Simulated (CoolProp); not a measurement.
The numbers come from the reference Helmholtz-energy equation of state, Gao 2022 in CoolProp.

### Question
For n-perfluorohexane, give the phase and the density (kg/m³), cp (kJ/(kg K)), cv (kJ/(kg K)), isothermal compressibility (1/MPa) at 176.85 °C and 9.68 bar; 176.85 °C and 14.5 bar; 176.85 °C and 29 bar.

### Answer
- 176.85 °C and 9.68 bar: gas; density 113, cp 1.09, cv 1.00, isothermal compressibility 1.41
- 176.85 °C and 14.5 bar: gas; density 218, cp 1.28, cv 1.02, isothermal compressibility 1.45
- 176.85 °C and 29 bar: supercritical; density 1060, cp 1.38, cv 1.04, isothermal compressibility 0.0859
